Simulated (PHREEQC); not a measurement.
**Arsenic or selenium liquor: an equilibrium model**

Consider water at 25 °C with 67 mmol/kgw Na2HAsO4, 160 mmol/kgw H2SO4 and 0.68 mmol/kgw NaCl. Closed to the air; pH follows from the charge balance.

The numbers come from PHREEQC with the ion-association model, wateq4f.dat.

This is a speciation only: nothing precipitates in the calculation.

### Question
Estimate the pH, activity of water.

### Answer
pH 1.18; activity of water 0.993.

### Question
In which forms is S present?

### Answer
HSO4- 67 %, SO4-2 28 %, NaSO4- 4.7 % of the S.
